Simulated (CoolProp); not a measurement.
Vapour-liquid equilibrium of isobutane (1) + isobutene (2) at 79.75 °C; x and y are mole fractions of (1).

The numbers come from the multi-fluid Helmholtz-energy mixture model, Bücker 2006 and Lemmon 2005; pair parameters Bell 2016 in CoolProp.

```
x     bubble pressure (kPa)  y at the bubble point  dew pressure at overall composition x (kPa)  liquid density (mol/L)
----  ---------------------  ---------------------  -------------------------------------------  ----------------------
0.05                   1227                  0.055                                         1226                   9.029
0.15                   1244                  0.162                                         1242                   8.919
0.25                   1259                  0.266                                         1257                   8.811
0.35                   1273                      …                                         1271                   8.706
0.45                   1286                      …                                         1284                   8.604
0.55                   1298                  0.565                                         1296                   8.505
0.65                   1308                  0.662                                            …                   8.409
0.75                   1318                  0.759                                         1317                       …
0.85                   1326                  0.855                                         1326                   8.224
0.95                   1334                  0.952                                         1333                   8.136
```

Q: Some entries are withheld; supply them.

A: 
- 0.35, y at the bubble point: 0.367
- 0.45, y at the bubble point: 0.467
- 0.65, dew pressure at overall composition x (kPa): 1307
- 0.75, liquid density (mol/L): 8.315

No azeotrope shows between x = 0.05 and 0.95.

Pair parameters are fitted to limited data, so mixtures are less certain than the pure fluids.
